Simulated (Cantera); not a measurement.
Feed: 1 mol SiH4, 0.49 mol N2, 88 mol H2, held at 575 °C and 19.0 Pa.

Cantera equilibrium calculation (NASA polynomials, part measured and part estimated; ideal gas, pure solids and liquids). Candidate condensed phases: Si, Si3N4; 18 gas species. N2 is the only nitrogen source here; it is nearly inert below about 1500 K, so the nitride shown seldom forms there in practice. Rates play no part.

Base state: H2 1.00 (mole fractions); condensed: Si(s) + Si3N4(s).

### Question
What changes in the equilibrium state with this change: temperature from 575 °C to 1102 °C?

### Answer
```json
[
 {"species": "H2", "before": "1.00", "after": "0.994"},
 {"species": "N2", "before": "<1e-9", "after": "0.00541"},
 {"species": "H", "before": "1.39e-9", "after": "0.000248"},
 {"species": "Si(s), mol", "before": "0.265", "after": "1.000"},
 {"species": "Si3N4(s), mol", "before": "0.245", "after": "0"}
]
```
